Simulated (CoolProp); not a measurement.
R1336mzz(Z) at 469.03 K and 9.82 MPa is throttled through a valve to 0.268 MPa with no heat exchange. Each further row changes one setting.

Model: reference Helmholtz-energy equation of state, McLinden 2020, in CoolProp.

```json
[
 {"case": "as stated", "temperature change (K)": "-96.7", "final density (kg/m³)": "?"},
 {"case": "outlet pressure 0.0804 MPa", "temperature change (K)": "?", "final density (kg/m³)": "?"},
 {"case": "outlet pressure 0.348 MPa", "temperature change (K)": "?", "final density (kg/m³)": "?"}
]
```

Q: Some entries are withheld; supply them.

A: 
- as stated, final density (kg/m³): 15.2
- outlet pressure 0.0804 MPa, temperature change (K): -100.1
- outlet pressure 0.0804 MPa, final density (kg/m³): 4.39
- outlet pressure 0.348 MPa, temperature change (K): -95.2
- outlet pressure 0.348 MPa, final density (kg/m³): 20.1
